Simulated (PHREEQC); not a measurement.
Make-up at 20 °C and 300 atm: 0.057 mol/kgw HF, 0.032 mol/kgw NH4F, 3.1e-05 mol/kgw H2SiF6, 0.14 mol/kgw H2SO4 and 0.0055 mol/kgw Na2CO3. Closed to the air; pH follows from the charge balance.

Model: ion-association model, phreeqc.dat, run in PHREEQC.

Precipitation was switched off in this run.

Order these S species by the share of S that they hold, largest first: NH4SO4-, NaSO4-, HSO4-, SO4-2.

HSO4- (71 %), SO4-2 (26 %), NH4SO4- (2.4 %), NaSO4- (0.38 %)

The pH is 0.96 and the ionic strength 0.214 mol/kgw. Under pressure, the constants of complexes without a molar volume in the database are unreliable. SiF6-2 is the database's only silicon fluoride.
